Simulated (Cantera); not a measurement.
A closed system holds: 1 mol SiC, 0.018 mol C, 0.23 mol H₂, equilibrated at 2352 °C and 0.00825 Torr.

Cantera equilibrium calculation (NASA polynomials, part measured and part estimated; ideal gas, pure solids and liquids). Candidate condensed phases: C, C₆H₆, C₇H₈, C₈H₁₈, Si, SiC; 87 gas species. Equilibrium is a limit: real reactors are often held back by kinetics, nucleation or transport.

Base state: Si 0.477, H 0.259, C₃ 0.104, SiC₂ 0.0887, C 0.0554, C₂ 0.0138, H₂ 0.000410, SiC 0.000285 (mole fractions); condensed: gas only.

Task: What changes in the equilibrium state with this change: temperature from 2352 °C to 2152 °C?

Result: 
| species | before | after |
|---|---|---|
| Si | 0.477 | 0.557 |
| H | 0.259 | 0.303 |
| SiC₂ | 0.0887 | 0.116 |
| C₃ | 0.104 | 0.0136 |
| C | 0.0554 | 0.00523 |
| C₂ | 0.0138 | 0.00123 |
| C₄ | 7.48e-5 | 6.16e-6 |
| C₅ | 0.000266 | 2.88e-5 |
| Si₂C | 9.46e-5 | 0.000751 |
| H₂ | 0.000410 | 0.00316 |
| C(graphite), mol | 0 | 0.601 |
